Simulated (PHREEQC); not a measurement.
Make-up at 25 °C: 5.3 mol NaOH per kg of water. Closed to the air; pH follows from the charge balance.

The numbers come from PHREEQC with the Pitzer model, pitzer.dat.

Precipitation was switched off in this run.

Task: What pH, activity of water does the model give?

Result: pH 14.99; activity of water 0.772.

Species that the database lacks are ignored. In brines, pH and single-ion activities rest on the MacInnes convention.
